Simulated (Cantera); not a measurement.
Predominance diagram of Ca at 975 K against the partial pressures of O2 and Cl2 (log10, bar). Standard-state values (1 bar) from the NASA 1993 polynomials, evaluated with Cantera. Candidates: Ca(s), CaCl2(s), CaO(s). Only these pure phases compete in this equilibrium. Not in the tables: oxide halides.

Q: Which phase is stable at these pairs, and which metal-bearing vapour leads over it? (-0.8, -24.2); (-3.3, -35); (-8.2, -20.6); (-16.4, 1); (-18, -6.2); (0, -13.4); (-6.5, -17)

A: 
```tsv
log p(O2)	log p(Cl2)	phase	chief vapour	log p (bar)
-0.8	-24.2	CaO(s)	CaCl2	-25.9
-3.3	-35	CaO(s)	CaO	-27.2
-8.2	-20.6	CaO(s)	CaCl2	-18.6
-16.4	1	CaCl2(s)	CaCl2	-8.1
-18	-6.2	CaCl2(s)	CaCl2	-8.1
0	-13.4	CaO(s)	CaCl2	-15.5
-6.5	-17	CaO(s)	CaCl2	-15.8
```
